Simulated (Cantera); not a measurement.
An adiabatic, constant-pressure homogeneous reactor starts with CO : H2 : CH4 : O2 : N2 = 1 : 0.27 : 0.042 : 0.479 : 3.5 (molar parts), at 1400 K and 5.00 bar. Integrator tolerance rtol = 1e-08.

Computed with Cantera and GRI-Mech 3.0 (53 species, 325 reactions).

Q: What does this change do: initial temperature 1400 to 1450 K?

A: 
| quantity | before | after |
|---|---|---|
| time of steepest temperature rise | 13.7 µs | 10.7 µs |
| temperature at 2.00 s | 2604 K | 2636 K |
| equilibrium temperature | 2604 K | 2636 K |
| x(CO) at 2.00 s | 0.0951 (gas-phase equilibrium 0.0951) | 0.0963 (gas-phase equilibrium 0.0963) |
| x(H2) at 2.00 s | 0.00780 (gas-phase equilibrium 0.00780) | 0.00784 (gas-phase equilibrium 0.00784) |
| x(CH4) at 2.00 s | <1e-12 (gas-phase equilibrium <1e-12) | <1e-12 (gas-phase equilibrium <1e-12) |
| x(C2H2) at 2.00 s | <1e-12 (gas-phase equilibrium <1e-12) | <1e-12 (gas-phase equilibrium <1e-12) |
| x(NO) at 2.00 s | 0.00196 (gas-phase equilibrium 0.00196) | 0.00235 (gas-phase equilibrium 0.00235) |
| x(NO2) at 2.00 s | 2.64e-7 (gas-phase equilibrium 2.64e-7) | 3.49e-7 (gas-phase equilibrium 3.49e-7) |

Q: What does this change do: initial temperature 1400 to 1350 K?

A: 
```
quantity                                                            before                                    after
---------------------------------  ---------------------------------------  ---------------------------------------
time of steepest temperature rise                                  13.7 µs                                  18.0 µs
temperature at 2.00 s                                               2604 K                                   2571 K
equilibrium temperature                                             2604 K                                   2571 K
x(CO) at 2.00 s                      0.0951 (gas-phase equilibrium 0.0951)    0.0941 (gas-phase equilibrium 0.0941)
x(H2) at 2.00 s                    0.00780 (gas-phase equilibrium 0.00780)  0.00779 (gas-phase equilibrium 0.00779)
x(CH4) at 2.00 s                     <1e-12 (gas-phase equilibrium <1e-12)    <1e-12 (gas-phase equilibrium <1e-12)
x(C2H2) at 2.00 s                    <1e-12 (gas-phase equilibrium <1e-12)    <1e-12 (gas-phase equilibrium <1e-12)
x(NO) at 2.00 s                    0.00196 (gas-phase equilibrium 0.00196)  0.00161 (gas-phase equilibrium 0.00161)
x(NO2) at 2.00 s                   2.64e-7 (gas-phase equilibrium 2.64e-7)  1.94e-7 (gas-phase equilibrium 1.94e-7)
```
